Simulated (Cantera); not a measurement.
Charge: 1 mol V2O5, 750 mol H2, at 128 Torr.

Equilibrium computed with Cantera from the NASA thermochemical tables; the gas is ideal and each condensed phase is pure. Candidate condensed phases: H2O, V, VO, V2O3, V2O4, V2O5; 12 gas species. Mutual solubility and eutectic melting of coexisting phases are not modelled. VO: taken at fixed stoichiometry. Condensed phases not in the tables: the oxides between V2O3 and V2O5 other than VO2. The numbers say what is thermodynamically allowed, not how fast it happens.

x: gas mole fraction; n: condensed amount in mol.

| T (°C) | x H2 | x H2O | x H | x VO2 | x VO | x OH | x V | n V2O3(s) | n VO(s) |
|---|---|---|---|---|---|---|---|---|---|
| 502 | 0.997 | 0.00267 | 2.40e-12 | <1e-12 | <1e-12 | <1e-12 | <1e-12 | 1.00 | 0 |
| 602 | 0.997 | 0.00267 | 1.21e-10 | <1e-12 | <1e-12 | <1e-12 | <1e-12 | 1.00 | 0 |
| 702 | 0.997 | 0.00267 | 2.77e-9 | <1e-12 | <1e-12 | <1e-12 | <1e-12 | 1.00 | 0 |
| 802 | 0.997 | 0.00267 | ___ | <1e-12 | <1e-12 | <1e-12 | <1e-12 | 1.00 | 0 |
| 902 | 0.997 | 0.00267 | 2.97e-7 | <1e-12 | <1e-12 | 5.53e-12 | <1e-12 | 1.00 | 0 |
| 1002 | 0.997 | 0.00267 | ___ | ___ | <1e-12 | ___ | <1e-12 | 1.00 | 0 |
| 1102 | 0.997 | 0.00267 | 8.30e-6 | 6.00e-11 | 5.11e-12 | 3.99e-10 | <1e-12 | 1.00 | 0 |
| 1202 | 0.997 | 0.00316 | 3.14e-5 | 1.11e-9 | 1.52e-10 | 2.61e-9 | <1e-12 | 0.631 | 0.738 |
| 1302 | 0.996 | 0.00400 | 0.000101 | 1.26e-8 | 2.37e-9 | 1.47e-8 | 2.20e-11 | 0 | 2.00 |
| 1402 | 0.996 | 0.00400 | 0.000281 | 8.52e-8 | 2.63e-8 | 5.46e-8 | 4.74e-10 | 0 | 2.00 |
| 1502 | 0.995 | 0.00400 | 0.000700 | 4.60e-7 | 2.19e-7 | 1.75e-7 | 7.14e-9 | 0 | 2.00 |

Fill in the missing entries.


- 1002, x H: 1.79e-6
- 1002, x VO2: 2.23e-12
- 1002, x OH: 5.55e-11
- 802, x H: 3.55e-8
